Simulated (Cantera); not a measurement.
Source: NASA polynomial tables (part measured, part estimated), evaluated in Cantera. Values are per mole of reaction as written; species without (g) are pure solids or liquids, kept so even where they would boil at 1 bar.

Task: Between 300 and 1400 K, where is each reaction favourable under standard conditions?
- 2 H2(g) + O2(g) ⇌ 2 H2O(g)
- 4 Al + O2(g) ⇌ 2 Al2O(g)
- 1.143 Ti + O2(g) ⇌ 0.2857 Ti4O7

Result: 
- 2 H2(g) + O2(g) ⇌ 2 H2O(g): ΔG° is -457 kJ at 300 K and -340 kJ at 1400 K; it stays negative (K > 1). ΔH° is -500 kJ and ΔS° -114 J/K at 1400 K.
- 4 Al + O2(g) ⇌ 2 Al2O(g): ΔG° is -346 kJ at 300 K and -500 kJ at 1400 K; it stays negative (K > 1). ΔH° is -372 kJ and ΔS° 91 J/K at 1400 K.
- 1.143 Ti + O2(g) ⇌ 0.2857 Ti4O7: ΔG° is -918 kJ at 300 K and -725 kJ at 1400 K; it stays negative (K > 1). ΔH° is -964 kJ and ΔS° -170 J/K at 1400 K.
